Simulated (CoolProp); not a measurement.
Vapour-liquid equilibrium of CH2F2 (R32) (1) + R227EA (2) at -17.05 °C; x and y are mole fractions of (1).

The numbers come from the multi-fluid Helmholtz-energy mixture model, Tillner-Roth 1997 and Lemmon 2016; pair parameters Bell 2016 in CoolProp.

### Question
Give the bubble pressure and the first vapour's composition at x = 0.2, 0.8, 0.95. Is there an azeotrope?

### Answer
x = 0.2: 1.877 bar, y = 0.562; x = 0.8: 3.952 bar, y = 0.926; x = 0.95: 4.381 bar, y = 0.980. No azeotrope shows between x = 0.05 and 0.95.

The pair parameters rest on a limited set of measurements; away from them the model extrapolates.
